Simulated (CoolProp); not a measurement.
Computed with CoolProp (reference Helmholtz-energy equation of state, Leachman 2009).

Q: For normal hydrogen, give the phase and the viscosity (µPa s) at 734.7 K and 0.0196 MPa; 734.7 K and 2.59 MPa.

A: 
- 734.7 K and 0.0196 MPa: gas; viscosity 16.7
- 734.7 K and 2.59 MPa: supercritical; viscosity 16.7

Viscosity comes from a separate model (Muzny 2013).
